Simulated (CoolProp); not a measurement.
500 sccm (0 °C, 1 atm) of nitrogen bubbles through liquid n-perfluorohexane at 288.8 K and leaves saturated at a total pressure of 0.15 MPa (ideal gas phase). Each further row changes one setting.

The numbers come from the reference Helmholtz-energy equation of state, Gao 2022 in CoolProp.

```tsv
case	vapour pressure (kPa)	mole fraction of vapour	delivery (mg/min)	delivery (sccm)	change of delivery for a bath 1 K warmer (%)
as stated	19.2	0.128	1110	73.4	5.6
bath temperature 293.8 K	24.2	0.161	1450	96.3	5.6
total pressure 0.3 MPa	19.2	0.0640	516	34.2	5.2
```
